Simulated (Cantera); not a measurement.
Charge: 1 mol Si, 2.9 mol HCl, 13 mol H2, at 6530 Torr.

These are equilibrium values from Cantera (NASA tables, ideal gas, pure condensed phases), not measurements of a reactor. Candidate condensed phases: Si; 19 gas species. Gases not in the tables: Si2H6 and higher silanes. The numbers say what is thermodynamically allowed, not how fast it happens.

Which condensed phases are stable at each of these points (T (°C)): 327, 427, 527, 627, 727, 827, 927, 1027, 1127, 1227, 1327, 1427?


```json
[
 {"T (°C)": "327", "condensed phases": "Si(s)", "Si condensed (%)": "11.9"},
 {"T (°C)": "427", "condensed phases": "Si(s)", "Si condensed (%)": "11.9"},
 {"T (°C)": "527", "condensed phases": "Si(s)", "Si condensed (%)": "12.1"},
 {"T (°C)": "627", "condensed phases": "Si(s)", "Si condensed (%)": "12.7"},
 {"T (°C)": "727", "condensed phases": "Si(s)", "Si condensed (%)": "13.9"},
 {"T (°C)": "827", "condensed phases": "Si(s)", "Si condensed (%)": "16.1"},
 {"T (°C)": "927", "condensed phases": "Si(s)", "Si condensed (%)": "19.3"},
 {"T (°C)": "1027", "condensed phases": "Si(s)", "Si condensed (%)": "23.3"},
 {"T (°C)": "1127", "condensed phases": "Si(s)", "Si condensed (%)": "27.3"},
 {"T (°C)": "1227", "condensed phases": "Si(s)", "Si condensed (%)": "30.2"},
 {"T (°C)": "1327", "condensed phases": "Si(s)", "Si condensed (%)": "31.5"},
 {"T (°C)": "1427", "condensed phases": "Si(l)", "Si condensed (%)": "32.1"}
]
```

From 327 °C to 1327 °C the condensed part is Si(s). At 1427 °C the condensed part is Si(l).
